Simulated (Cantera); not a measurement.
An isothermal, constant-pressure homogeneous reactor starts with 21.3 % C₂H₆, 78.7 % H₂, at 1173 K and 1.01 bar.

Detailed kinetics in Cantera: GRI-Mech 3.0 (53 species, 325 reactions). GRI-Mech 3.0 stops at C3 and has no aromatics, soot or wall deposition, so with more carbon than oxygen in the feed, carbon stays in small species such as C2H2 where larger ones or solid carbon would form.

Q: Predict: x(C₂H₆) at 2.00 s; x(H₂) at 2.00 s; x(C₂H₄) at 2.00 s; x(C₂H₂) at 2.00 s; x(CH₄) at 2.00 s.

A: 
* **x(C₂H₆) at 2.00 s**: 0.0118 (gas-phase equilibrium 0.000199)
* **x(H₂) at 2.00 s**: 0.712 (gas-phase equilibrium 0.577)
* **x(C₂H₄) at 2.00 s**: 0.0802 (gas-phase equilibrium 0.00161)
* **x(C₂H₂) at 2.00 s**: 0.00635 (gas-phase equilibrium 0.000149)
* **x(CH₄) at 2.00 s**: 0.189 (gas-phase equilibrium 0.421)
